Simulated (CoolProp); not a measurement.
Model: reference Helmholtz-energy equation of state, McLinden 2020, in CoolProp.

For R1336mzz(Z), give the phase and the density (kg/m³), cp (kJ/(kg K)), cv (kJ/(kg K)), speed of sound (m/s) at 141.35 °C and 6.19 MPa; 226.55 °C and 4.87 MPa; 97.75 °C and 16.8 MPa.


- 141.35 °C and 6.19 MPa: liquid; density 1050, cp 1.45, cv 1.06, speed of sound 316
- 226.55 °C and 4.87 MPa: supercritical; density 360, cp 1.78, cv 1.15, speed of sound 106
- 97.75 °C and 16.8 MPa: liquid; density 1250, cp 1.29, cv 1.00, speed of sound 539
